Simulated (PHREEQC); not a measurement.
A solution holds 0.001 mol/kgw CdCl2, at 25 °C. Closed to the air; pH follows from the charge balance.

All values are PHREEQC results (ion-association model, phreeqc.dat), not measurements.

Precipitation was switched off in this run.

Question: Predict the pH, ionic strength.

Answer: pH 6.47; ionic strength 0.00275 mol/kgw.

Question: In which forms is Cl present?

Answer: Cl- 94 %, CdCl+ 6.2 % of the Cl.
